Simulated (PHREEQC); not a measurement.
Model water analysis in mg/L, 91 °C, pH 6.83, pe -1.3: Na 0.0118; K 0.00995; Ca 0.0645; Mg 0.00297; Cl 0.0287; S(6) as SO4 0.0399; Alkalinity as HCO3 0.165; Fe(2) 0.00118; Sr 6.34e-05; B 2.4e-05; Li 5.6e-06; Zn 0.00399; Mn(2) 0.000138.

Valence states are taken as typed.

All values are PHREEQC results (ion-association model, phreeqc.dat), not measurements.

| Property | Result |
|---|---|
| ionic strength | 6.71e-6 mol/kgw |
| charge-balance error | 0.6 % |

| species | molality | activity | log γ |
|---|---|---|---|
| OH- | 2.78e-6 | 2.77e-6 | -0.002 |
| Ca+2 | 1.61e-6 | 1.59e-6 | -0.006 |
| Cl- | 8.10e-7 | 8.07e-7 | -0.002 |
| Na+ | 5.13e-7 | 5.11e-7 | -0.002 |
| SO4-2 | 4.15e-7 | 4.09e-7 | -0.006 |
| K+ | 2.55e-7 | 2.54e-7 | -0.002 |
| H+ | 1.48e-7 | 1.48e-7 | -0.002 |
| Mg+2 | 1.22e-7 | 1.20e-7 | -0.006 |
| HCO3- | 5.06e-8 | 5.04e-8 | -0.002 |

Precipitation was switched off in this run. Complexes and solids missing from the database can't appear. Constants without temperature data keep their 25 °C values here.
